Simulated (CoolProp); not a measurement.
Vapour-liquid equilibrium of CHF3 (R23) (1) + CH2F2 (R32) (2) at 103 kPa; x and y are mole fractions of (1).

Model: multi-fluid Helmholtz-energy mixture model, Penoncello 2003 and Tillner-Roth 1997; pair parameters Bell 2016, in CoolProp.

| x | bubble temperature (K) | y at the bubble point | dew temperature at overall composition x (K) | liquid density (mol/L) |
|---|---|---|---|---|
| 0.05 | 218.6 | 0.188 | 221.0 | 23.23 |
| 0.15 | 213.2 | 0.451 | 219.3 | 23.06 |
| 0.25 | 208.9 | 0.619 | 217.5 | 22.84 |
| 0.35 | 205.3 | 0.731 | 215.5 | 22.59 |
| 0.45 | 202.2 | 0.809 | 213.3 | 22.31 |
| 0.55 | 199.7 | 0.865 | 210.8 | 22.03 |
| 0.65 | 197.5 | 0.908 | 207.9 | 21.73 |
| 0.75 | 195.5 | 0.941 | 204.6 | 21.42 |
| 0.85 | 193.8 | 0.968 | 200.4 | 21.10 |
| 0.95 | 192.2 | 0.990 | 194.9 | 20.79 |

No azeotrope shows between x = 0.05 and 0.95.

The pair parameters rest on a limited set of measurements; away from them the model extrapolates.
